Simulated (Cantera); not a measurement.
Charge: 1 mol Si₂Cl₆, 4 mol NH₃, 2.3 mol H₂, at 2048 K and 10000 Pa.

Cantera equilibrium calculation (NASA polynomials, part measured and part estimated; ideal gas, pure solids and liquids). Candidate condensed phases: NH₄Cl, Si, Si₃N₄; 28 gas species. The feed counts by its element totals alone. The tables' values for SiCl₃, SiCl, SiN are old estimates; treat these amounts as uncertain. Gases not in the tables: Si₂H₆ and higher silanes. Equilibrium is a limit: real reactors are often held back by kinetics, nucleation or transport.

Base state: H₂ 0.531, HCl 0.176, N₂ 0.150, SiCl₂ 0.132, H 0.00516, SiCl₃ 0.00197, SiCl 0.00137, Cl 0.00127 (mole fractions); condensed: Si(l).

Problem. What changes in the equilibrium state with this change: temperature from 2048 K to 1623.15 K?

Solution. 
| species | before | after |
|---|---|---|
| H₂ | 0.531 | 0.515 |
| HCl | 0.176 | 0.292 |
| N₂ | 0.150 | 0.109 |
| SiCl₂ | 0.132 | 0.0683 |
| SiCl₃ | 0.00197 | 0.0105 |
| Si₂N | 2.71e-5 | 3.11e-9 |
| Si | 0.000756 | 1.86e-7 |
| SiN | 2.15e-5 | 1.53e-8 |
| Si(l), mol | 0.174 | 0 |
| Si₃N₄(s), mol | 0 | 0.317 |
The tables' values for SiCl₃ are old estimates; treat these amounts as uncertain.
